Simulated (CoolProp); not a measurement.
Vapour pressure (MPa) of octamethyltrisiloxane (MDM): the reference equation beside estimates from Tc = 565.4 K, pc = 1.438 MPa, ω = 0.528. Clausius-Clapeyron is anchored at 414 K with a constant enthalpy of vaporisation of 37.32 kJ/mol.

Model: reference Helmholtz-energy equation of state, Thol 2017, in CoolProp.

```csv
T (K),reference,Lee-Kesler,Clausius-Clapeyron,van der Waals,Redlich-Kwong,Soave-Redlich-Kwong,Peng-Robinson
414,0.07394,0.07323,0.07394,0.3613,0.1818,0.07332,0.07359
419.5,0.08605,0.08522,0.08523,0.3854,0.2018,0.08539,0.08552
425,0.09966,0.09869,0.09789,0.4106,0.2232,0.09897,0.09892
430.5,0.1149,0.1138,0.1120,0.4368,0.2462,0.1142,0.1139
436,0.1318,0.1306,0.1278,0.4641,0.2708,0.1312,0.1307
441.5,0.1507,0.1492,0.1453,0.4924,0.2970,0.1501,0.1493
447,0.1715,0.1698,0.1646,0.5218,0.3250,0.1710,0.1699
452.4,0.1940,0.1922,0.1856,0.5517,0.3542,0.1938,0.1923
457.9,0.2192,0.2172,0.2091,0.5833,0.3857,0.2192,0.2174
```

Absolute difference from the reference over all 9 rows, mean and median: Lee-Kesler 1.0 and 1.0 %, Clausius-Clapeyron 2.8 and 3.0 %, van der Waals 262.5 and 252.1 %, Redlich-Kwong 107.7 and 105.5 %, Soave-Redlich-Kwong 0.5 and 0.5 %, Peng-Robinson 0.8 and 0.8 %.
